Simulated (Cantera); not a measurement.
What does this Cantera script print?

```python
import numpy as np
import cantera as ct

gas_names = """
    B BH BH2 BH3 BN BO BO2 B2 B2O B2O2 B2O3 B3O3H3 H HBO HBO2 HNO HNO2 HNO3 HO2 H2 H2O H2O2 H3B3O6 N NH
    NH2 NH3 NH2OH NO NO2 NO3 N2 N2H2 N2H4 N2O O OH O2 O3
""".split()
cond_names = """
    B(b) B(L) BN(s) B2O3(L) B3O3H3(cr) H2O(s) H2O(L)
""".split()


# ... load() reads the species with a 1 bar reference pressure and builds the phases ...
atoms = {
    'borazine': {'B': 3, 'N': 3, 'H': 6},
    'H2O': {'H': 2, 'O': 1},
    'H2': {'H': 2},
}
top_T = {'BN(s)': 3200}  # K; cautious upper limits of use, not melting points


# ... equilibrate(T, P, feed) seeds the gas with the atoms and calls Mixture.equilibrate('TP', solver="vcs", rtol=1e-11, max_steps=5000) ...
results = []
feed = {'borazine': 1, 'H2O': 3.1, 'H2': 32}  # mol
T = 1875  # K
P = 140  # Pa
mix = equilibrate(T, P, feed)
results.append((T, P, feed, dict(zip(mix.species_names, mix.species_moles))))
print(gas.report(threshold=0.001))
for i in range(1, mix.n_phases):
    print(f"{mix.phase(i).name:16s} {mix.phase_moles(i):12.5e} mol")
```

It prints:

```
       temperature   1875 K
          pressure   140 Pa
           density   4.3243e-05 kg/m^3
  mean mol. weight   4.8153 kg/kmol
   phase of matter   gas

                          1 kg             1 kmol
                     ---------------   ---------------
          enthalpy        8.5442e+06        4.1143e+07  J
   internal energy        5.3067e+06        2.5553e+07  J
           entropy             52791        2.5421e+05  J/K
    Gibbs function        -9.044e+07        -4.355e+08  J
 heat capacity c_p            7300.9             35156  J/K
 heat capacity c_v            5574.3             26842  J/K

                      mass frac. Y      mole frac. X     chem. pot. / RT
                     ---------------   ---------------   ---------------
                BO           0.07179          0.012895           -39.164
              B2O2          0.074269         0.0066699           -78.329
              B2O3          0.018027         0.0012469           -111.07
                 H          0.003447          0.016467           -12.986
               HBO           0.24316          0.042093            -52.15
              HBO2         0.0098374         0.0010811           -84.895
                H2           0.36989           0.88349           -25.972
                N2           0.20921          0.035961           -36.622
     [  +31 minor]         0.0003707        9.3398e-05

B(b)              0.00000e+00 mol
BN(s)             0.00000e+00 mol
B2O3(L)           0.00000e+00 mol
B3O3H3(cr)        0.00000e+00 mol
```

These are equilibrium values from Cantera (NASA tables, ideal gas, pure condensed phases), not measurements of a reactor. The feed counts by its element totals alone.
